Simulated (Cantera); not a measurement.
Carbothermic reduction: Cu2O + CH4 + H2

Input: 1 mol Cu2O, 2.6 mol CH4, 7.5 mol H2, held at 0.133 bar.

Equilibrium computed with Cantera from the NASA thermochemical tables; the gas is ideal and each condensed phase is pure. Candidate condensed phases: C, C6H6, C7H8, C8H18, Cu, CuO, Cu(OH)2, Cu2O, H2O; 113 gas species. The numbers say what is thermodynamically allowed, not how fast it happens.

| T (K) | log p H2 | log p CO | log p Cu | log p H | log p C2H2 (acetylene) | n C(graphite) | n Cu(l) |
|---|---|---|---|---|---|---|---|
| 1650 | -0.91 | -2.01 | -4.09 | -4.50 | -5.25 | 1.60 | 1.99 |
| 1675 | -0.91 | -2.01 | -3.94 | -4.39 | -5.14 | 1.60 | 1.99 |
| 1700 | -0.91 | -2.01 | -3.80 | -4.29 | -5.04 | 1.60 | 1.98 |
| 1725 | -0.91 | -2.01 | -3.66 | -4.19 | -4.94 | 1.60 | 1.98 |
| 1750 | -0.91 | -2.01 | -3.52 | -4.09 | -4.85 | 1.60 | 1.97 |
| 1775 | -0.91 | -2.01 | -3.39 | -3.99 | -4.76 | 1.60 | 1.96 |
| 1800 | -0.91 | -2.01 | -3.27 | -3.90 | -4.67 | 1.59 | 1.94 |
| 1825 | -0.91 | -2.01 | -3.14 | -3.81 | -4.58 | 1.59 | 1.93 |
| 1850 | -0.91 | -2.02 | -3.02 | -3.72 | -4.49 | 1.59 | 1.90 |
| 1875 | -0.91 | -2.02 | -2.91 | -3.64 | -4.41 | 1.59 | 1.87 |
| 1900 | -0.91 | -2.02 | -2.79 | -3.56 | -4.33 | 1.59 | 1.83 |
log p: log10 of the partial pressure in bar; n: condensed amount in mol.

From 1650 K to 1900 K the condensed part is C(graphite) + Cu(l). The main Cu-bearing gas is Cu throughout. The share of Cu in condensed phases is highest at 1650 K (99.6 %) and lowest at 1900 K (91.5 %).
